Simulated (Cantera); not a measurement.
# SiH₂Cl₂ + C₂H₂ + H₂ (silicon carbide growth)

Charge: 1 mol SiH₂Cl₂, 0.02 mol C₂H₂, 290 mol H₂, at 0.100 bar.

Cantera equilibrium calculation (NASA polynomials, part measured and part estimated; ideal gas, pure solids and liquids). Candidate condensed phases: C, C₆H₆, C₇H₈, C₈H₁₈, Si, SiC; 109 gas species. Mutual solubility and eutectic melting of coexisting phases are not modelled. The tables' values for SiCl are old estimates; treat these amounts as uncertain. Gases not in the tables: Si₂H₆ and higher silanes. Rates play no part.

```
T (°C)   x H₂       x H    x HCl      x Si     x SiH  n Si(s)  n SiC(s)  n Si(l)
------  -----  --------  -------  --------  --------  -------  --------  -------
1325    0.993  0.000168  0.00655   9.35e-7   6.47e-7    0.915    0.0395        0
1400    0.993  0.000359  0.00653   4.18e-6   2.23e-6    0.909    0.0395        0
1475    0.993  0.000720  0.00655   1.46e-5   6.10e-6        0    0.0394    0.905
1550    0.992   0.00136  0.00657   4.42e-5   1.49e-5        0    0.0392    0.893
1625    0.991   0.00246  0.00658  0.000123   3.37e-5        0    0.0384    0.859
1700    0.989   0.00424  0.00657  0.000316   7.18e-5        0    0.0361    0.779
1775    0.985   0.00703  0.00655  0.000756  0.000144        0    0.0291    0.605
1850    0.980    0.0112  0.00650   0.00170  0.000275        0   0.00951    0.243
1925    0.973    0.0174  0.00651   0.00248  0.000344        0         0        0
2000    0.964    0.0261  0.00650   0.00267  0.000320        0         0        0
2075    0.952    0.0381  0.00644   0.00280  0.000292        0         0        0
```
x: gas mole fraction; n: condensed amount in mol.

From 1325 °C to 1400 °C the condensed part is Si(s) + SiC(s). From 1475 °C to 1850 °C the condensed part is Si(l) + SiC(s). From 1925 °C to 2075 °C nothing is condensed. The main Si-bearing gas is SiCl₂ at 1325 °C and Si at 2075 °C.
